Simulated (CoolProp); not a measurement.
Carbon monoxide at 298.15 K and 0.246 MPa is throttled through a valve to 0.11 MPa with no heat exchange. Each further row changes one setting.

Values from CoolProp's reference Helmholtz-energy equation of state, Lemmon 2006. It is a short technical equation, of lower accuracy than the large ones.

```tsv
case	temperature change (K)	final density (kg/m³)
as stated	-0.3	?
outlet pressure 0.033 MPa	?	?
outlet pressure 0.143 MPa	-0.3	?
```

Task: Some entries are withheld; supply them.

Result: 
- as stated, final density (kg/m³): 1.24
- outlet pressure 0.033 MPa, temperature change (K): -0.5
- outlet pressure 0.033 MPa, final density (kg/m³): 0.374
- outlet pressure 0.143 MPa, final density (kg/m³): 1.62
